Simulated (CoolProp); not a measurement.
Computed with CoolProp (reference Helmholtz-energy equation of state, Gao 2020).

Task: For ammonia, give the phase and the cv (kJ/(kg K)) at 428.8 K and 194 kPa; 428.8 K and 4740 kPa; 428.8 K and 8990 kPa.

Result: 
- 428.8 K and 194 kPa: gas; cv 1.85
- 428.8 K and 4740 kPa: gas; cv 2.11
- 428.8 K and 8990 kPa: gas; cv 2.44
